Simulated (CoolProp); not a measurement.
The numbers come from the reference Helmholtz-energy equation of state, Zhou 2012 in CoolProp.

Problem. For m-xylene, give the phase and the density (kg/m³), cp (kJ/(kg K)), fugacity coefficient at 329.2 K and 0.256 MPa; 284.1 K and 5.06 MPa.

Solution. 
- 329.2 K and 0.256 MPa: liquid; density 833, cp 1.81, fugacity coefficient 0.0217
- 284.1 K and 5.06 MPa: liquid; density 875, cp 1.66, fugacity coefficient 0.000121
